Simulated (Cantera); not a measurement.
An isothermal, constant-pressure homogeneous reactor starts with NO : N2 = 1 : 18 (molar parts), at 2000 K and 100000 Pa. Integrator tolerance rtol = 1e-08.

Model: GRI-Mech 3.0 (53 species, 325 reactions), integrated in Cantera.

Question: What does this change do: pressure from 100000 Pa to 14000 Pa?

Answer: 
| quantity | before | after |
|---|---|---|
| x(NO) at 20.0 s | 0.00303 (gas-phase equilibrium 0.00293) | 0.0102 (gas-phase equilibrium 0.00293) |
| x(O) at 20.0 s | 0.000106 (gas-phase equilibrium 0.000106) | 0.000262 (gas-phase equilibrium 0.000283) |
| x(N2O) at 20.0 s | 1.83e-7 (gas-phase equilibrium 1.83e-7) | 1.04e-7 (gas-phase equilibrium 6.84e-8) |
| x(NO2) at 20.0 s | 1.79e-6 (gas-phase equilibrium 1.74e-6) | 2.09e-6 (gas-phase equilibrium 6.47e-7) |
| x(N2) at 20.0 s | 0.972 (gas-phase equilibrium 0.972) | 0.968 (gas-phase equilibrium 0.972) |
| x(O2) at 20.0 s | 0.0247 (gas-phase equilibrium 0.0248) | 0.0211 (gas-phase equilibrium 0.0247) |
